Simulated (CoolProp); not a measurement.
A simple Rankine cycle with R134a: condensing at 302.15 K, boiler at 2.76 MPa, turbine inlet 357.4 K, turbine efficiency 0.7, pump efficiency 0.7, no recuperator. Each further row changes one setting.

The numbers come from the reference Helmholtz-energy equation of state, Tillner-Roth 1994 in CoolProp.

| case | thermal efficiency (%) | net work (kJ/kg) | heat in (kJ/kg) | turbine exit temperature (K) | volume ratio over the turbine |
|---|---|---|---|---|---|
| as stated | 7.9 | … | 190 | 303.1 | 4.41 |
| turbine inlet 377.4 K | 8.3 | 18.4 | 221 | 330.5 | 4.03 |
| condensing temperature 294.15 K | 9.0 | 18.1 | 201 | 295.9 | 5.63 |
| boiler pressure 1.93 MPa | 6.4 | 13.5 | 211 | 324.9 | … |
| turbine efficiency 0.6 | 6.6 | 12.4 | 190 | 305.4 | … |

Fill in the missing entries.


- as stated, net work (kJ/kg): 14.9
- boiler pressure 1.93 MPa, volume ratio over the turbine: 2.71
- turbine efficiency 0.6, volume ratio over the turbine: 4.47
